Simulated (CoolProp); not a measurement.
Vapour-liquid equilibrium of ethylene (1) + propylene (2) at 0.913 MPa; x and y are mole fractions of (1).

Model: multi-fluid Helmholtz-energy mixture model, Smukala 2000 and Lemmon 2013; pair parameters Bell 2016, in CoolProp.

Give the bubble temperature and the first vapour's composition at x = 0.425, 0.5, 0.8. Is there an azeotrope?

x = 0.425: 243.6 K, y = 0.832; x = 0.5: 238.9 K, y = 0.875; x = 0.8: 225.3 K, y = 0.967. No azeotrope shows between x = 0.05 and 0.95.

Pair parameters are fitted to limited data, so mixtures are less certain than the pure fluids.
